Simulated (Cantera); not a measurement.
Equilibrium for fluorocarbon and chlorocarbon gases: c-C₄F₈ + H₂

Feed: 1 mol c-C₄F₈, 5.1 mol H₂, at 0.0100 bar.

Equilibrium computed with Cantera from the NASA thermochemical tables; the gas is ideal and each condensed phase is pure. Candidate condensed phases: C, C₆H₆, C₇H₈, C₈H₁₈; 110 gas species. Ions and electrons are included (thermal ionisation). The feed counts by its element totals alone. Kinetics and transport are ignored.

```
T (K)      x HF     x H      x F       x C      x H₂      x C₃      x C₂      x CF  n C(graphite)
-----  --------  ------  -------  --------  --------  --------  --------  --------  -------------
2500      0.845  0.0714  0.00156   1.66e-5    0.0807   4.97e-5   4.58e-6   5.11e-5           3.98
2750      0.799   0.143  0.00988  0.000378    0.0436   0.00169  0.000163  0.000646           3.90
3000      0.671   0.213   0.0486   0.00507    0.0182    0.0312   0.00317   0.00562           2.66
3250      0.427   0.295    0.140    0.0263   0.00846    0.0705    0.0130    0.0151              0
3500      0.209   0.390    0.252    0.0696   0.00437    0.0376    0.0180    0.0164              0
3750     0.0755   0.437    0.320     0.128   0.00190    0.0109    0.0150    0.0107              0
4000     0.0253   0.451    0.345     0.164  0.000802   0.00153   0.00716   0.00478              0
4250    0.00909   0.456    0.355     0.175  0.000361  0.000173   0.00276   0.00194              0
4500    0.00358   0.458    0.358     0.178  0.000176   2.22e-5   0.00109  0.000824              0
4750    0.00154   0.459    0.359     0.179   9.16e-5   3.41e-6  0.000466  0.000377              0
5000   0.000720   0.459    0.360     0.179   5.09e-5   6.26e-7  0.000215  0.000185              0
```
x: gas mole fraction; n: condensed amount in mol.

From 2500 K to 3000 K the condensed part is C(graphite). From 3250 K to 5000 K nothing is condensed. The main C-bearing gas is C₂H₂ (acetylene) at 2500 K and C at 5000 K.
